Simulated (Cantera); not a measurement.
What does this Cantera script print?

```python
import numpy as np
import cantera as ct

gas = ct.Solution("gri30.yaml")


def delay(T, t_max=10):
    gas.TPX = T, 600000, {'CO': 1, 'H2': 0.12, 'O2': 0.651, 'N2': 2.02, 'H2O': 0.11}
    reactor = ct.IdealGasReactor(gas, clone=False)
    net = ct.ReactorNet([reactor])
    net.rtol, net.atol = 1e-8, 1e-16
    while net.time < t_max:
        t_old, T_old = net.time, reactor.T
        net.step()
        if reactor.T > T + 400:  # ignition: a rise of 400 K
            return t_old + (T + 400 - T_old) / (reactor.T - T_old) * (net.time - t_old)
    return np.nan


taus = []
for T in [1275, 1375, 1475, 1575, 1675, 1775, 1875, 1975, 2075]:
    taus.append(delay(T))
    print(f"T0 = {T:6g} K   tau = {taus[-1]:.4e} s")
```

Result:

```
T0 =   1275 K   tau = 1.8021e-05 s
T0 =   1375 K   tau = 9.4341e-06 s
T0 =   1475 K   tau = 6.3705e-06 s
T0 =   1575 K   tau = 4.8901e-06 s
T0 =   1675 K   tau = 4.0591e-06 s
T0 =   1775 K   tau = 3.5567e-06 s
T0 =   1875 K   tau = 3.2477e-06 s
T0 =   1975 K   tau = 3.0687e-06 s
T0 =   2075 K   tau = 2.9888e-06 s
```

Computed with Cantera and GRI-Mech 3.0 (53 species, 325 reactions). The hydrogen kinetics of GRI-Mech 3.0 are dated; newer H2 mechanisms differ, most at raised pressure. Where the delays flatten at high temperature, the 400 K rule measures the pace of heat release, not the induction time.
